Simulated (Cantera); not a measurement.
## Stirred combustor or abatement burner

A perfectly stirred reactor is fed with CH₄ : H₂ : O₂ : N₂ = 1 : 0.1 : 1.21 : 4.53 (molar parts), at 750 Torr; it is adiabatic with a 375 K inlet, and is followed from long to short residence time, starting on the burning branch (τ in s: 0.12, 0.057, 0.026, 0.012, 0.0057, 0.0027, 0.0012, 0.00058, 0.00027, 0.00012, 5.8e-05, 2.7e-05).

Cantera simulation using GRI-Mech 3.0 (53 species, 325 reactions); the numbers are that mechanism's predictions, not measurements.

| τ (s) | T (K) | x CH₄ | x H₂ | x O₂ | x OH | x N₂O | x CH₃ | x C₂H₄ |
|---|---|---|---|---|---|---|---|---|
| 0.12 | 1860 | 0.00470 | 0.1000 | 0.000409 | 3.54e-5 | 1.32e-9 | 0.000257 | 3.79e-5 |
| 0.057 | 1862 | 0.00564 | 0.0951 | 0.000734 | 4.40e-5 | 1.51e-9 | 0.000369 | 6.62e-5 |
| 0.026 | 1861 | 0.00664 | 0.0903 | 0.00133 | 5.60e-5 | 1.82e-9 | 0.000530 | 0.000117 |
| 0.012 | 1854 | 0.00771 | 0.0862 | 0.00237 | 7.07e-5 | 2.31e-9 | 0.000744 | 0.000202 |
| 0.0057 | 1838 | 0.00905 | 0.0824 | 0.00418 | 8.60e-5 | 3.07e-9 | 0.00102 | 0.000350 |
| 0.0027 | 1804 | 0.0114 | 0.0781 | 0.00797 | 9.64e-5 | 4.67e-9 | 0.00137 | 0.000655 |
| 0.0012 | 375 | 0.146 | 0.0146 | 0.177 | <1e-12 | <1e-12 | <1e-12 | <1e-12 |
| 0.00058 | 375 | 0.146 | 0.0146 | 0.177 | <1e-12 | <1e-12 | <1e-12 | <1e-12 |
| 0.00027 | 375 | 0.146 | 0.0146 | 0.177 | <1e-12 | <1e-12 | <1e-12 | <1e-12 |
| 0.00012 | 375 | 0.146 | 0.0146 | 0.177 | <1e-12 | <1e-12 | <1e-12 | <1e-12 |
| 5.8e-5 | 375 | 0.146 | 0.0146 | 0.177 | <1e-12 | <1e-12 | <1e-12 | <1e-12 |
| 2.7e-5 | 375 | 0.146 | 0.0146 | 0.177 | <1e-12 | <1e-12 | <1e-12 | <1e-12 |
x: mole fraction; the columns are a selection and need not sum to one.
